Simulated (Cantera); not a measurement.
# N2O furnace oxynitridation

An isothermal, constant-pressure homogeneous reactor starts with N₂O : H₂O = 1 : 0.073 (molar parts), at 1350 K and 1100 Pa.

Model: GRI-Mech 3.0 (53 species, 325 reactions), integrated in Cantera. GRI-Mech 3.0 was tuned for natural gas; its chemistry of N2O as a main component is partial and can be far from experiment. Radical loss at walls, strong at low pressure, is not modelled. The mechanism lacks the step 2 NO + O2 → 2 NO2, which can matter for NO2 below about 1400 K. The temperature is held fixed by assumption; the heat of reaction is taken as removed at once.

```json
[
 {"t (s)": "1.00e-6", "x N₂O": "0.932", "x H₂O": "0.0680", "x H": "<1e-12", "x NO": "2.51e-11", "x H₂O₂": "<1e-12"},
 {"t (s)": "4.45e-6", "x N₂O": "0.932", "x H₂O": "0.0680", "x H": "<1e-12", "x NO": "4.94e-10", "x H₂O₂": "<1e-12"},
 {"t (s)": "1.98e-5", "x N₂O": "0.932", "x H₂O": "0.0680", "x H": "<1e-12", "x NO": "9.60e-9", "x H₂O₂": "<1e-12"},
 {"t (s)": "8.80e-5", "x N₂O": "0.932", "x H₂O": "0.0680", "x H": "6.84e-12", "x NO": "1.77e-7", "x H₂O₂": "<1e-12"},
 {"t (s)": "0.000391", "x N₂O": "0.932", "x H₂O": "0.0680", "x H": "5.57e-10", "x NO": "2.67e-6", "x H₂O₂": "3.91e-12"},
 {"t (s)": "0.00174", "x N₂O": "0.932", "x H₂O": "0.0680", "x H": "7.87e-9", "x NO": "2.32e-5", "x H₂O₂": "7.60e-10"},
 {"t (s)": "0.00775", "x N₂O": "0.931", "x H₂O": "0.0680", "x H": "3.49e-8", "x NO": "0.000120", "x H₂O₂": "7.26e-8"},
 {"t (s)": "0.0345", "x N₂O": "0.927", "x H₂O": "0.0679", "x H": "5.46e-8", "x NO": "0.000525", "x H₂O₂": "1.85e-7"},
 {"t (s)": "0.153", "x N₂O": "0.908", "x H₂O": "0.0674", "x H": "5.63e-8", "x NO": "0.00219", "x H₂O₂": "9.02e-8"},
 {"t (s)": "0.682", "x N₂O": "0.833", "x H₂O": "0.0657", "x H": "5.31e-8", "x NO": "0.00918", "x H₂O₂": "2.87e-8"},
 {"t (s)": "3.03", "x N₂O": "0.585", "x H₂O": "0.0599", "x H": "6.14e-8", "x NO": "0.0327", "x H₂O₂": "5.45e-9"},
 {"t (s)": "13.5", "x N₂O": "0.160", "x H₂O": "0.0501", "x H": "1.03e-7", "x NO": "0.0725", "x H₂O₂": "1.24e-9"},
 {"t (s)": "60.0", "x N₂O": "0.00177", "x H₂O": "0.0464", "x H": "4.95e-8", "x NO": "0.0861", "x H₂O₂": "4.63e-10"}
]
```
x: mole fraction; the columns are a selection and need not sum to one.

Equilibrium at this temperature and pressure: N₂O 3.67e-9, H₂O 0.0464, H 9.19e-9, NO 0.000601, H₂O₂ 2.17e-10 (gas phase only).
